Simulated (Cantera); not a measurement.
An adiabatic, constant-pressure homogeneous reactor starts with CH4 : O2 : N2 = 1 : 3.08 : 11.6 (molar parts), at 1550 K and 0.580 bar.

Computed with Cantera and GRI-Mech 3.0 (53 species, 325 reactions).

One state of this run: T (K) = 2559; x CH4 = <1e-12; x O2 = 0.0634; x C2H4 = <1e-12; x H = 0.00290; x N2O = 5.42e-7; x H2 = 0.00460. x: mole fraction; the columns are a selection and need not sum to one.

Q: Which value of t (s) does it belong to?
A. 0.0541
B. 8.60e-6
C. 0.000159
D. 2.00e-6

A: A, 0.0541
